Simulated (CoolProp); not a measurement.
Properties of isopentane along the isobar 193 bar.

Computed with CoolProp (reference Helmholtz-energy equation of state, Lemmon 2006). It is a short technical equation, of lower accuracy than the large ones.

```csv
T (K),phase,density (kg/m³),cv (kJ/(kg K)),isothermal compressibility (1/MPa),conductivity (mW/(m K)),fugacity coefficient
413.4,liquid,535.8,2.184,0.004413,88.3,0.1317
419.6,liquid,529.8,2.209,0.004687,87.2,0.1431
425.8,liquid,523.8,2.234,0.004980,86.1,0.1549
432,liquid,517.8,2.259,0.005294,85.0,0.1671
438.2,liquid,511.7,2.283,0.005630,84.0,0.1798
444.3,liquid,505.6,2.308,0.005983,83.0,0.1926
450.5,liquid,499.4,2.332,0.006366,82.1,0.2059
456.7,liquid,493.1,2.356,0.006774,81.1,0.2196
462.9,supercritical,486.8,2.381,0.007209,80.3,0.2336
469.1,supercritical,480.5,2.405,0.007672,79.4,0.2478
475.3,supercritical,474.1,2.429,0.008164,78.7,0.2623
481.4,supercritical,467.7,2.452,0.008677,78.0,0.2768
487.6,supercritical,461.3,2.476,0.009229,77.3,0.2916
493.8,supercritical,454.8,2.500,0.009811,76.7,0.3067
500,supercritical,448.3,2.523,0.01043,76.1,0.3218
```

Thermal conductivity comes from a separate model (Vassiliou 2015).
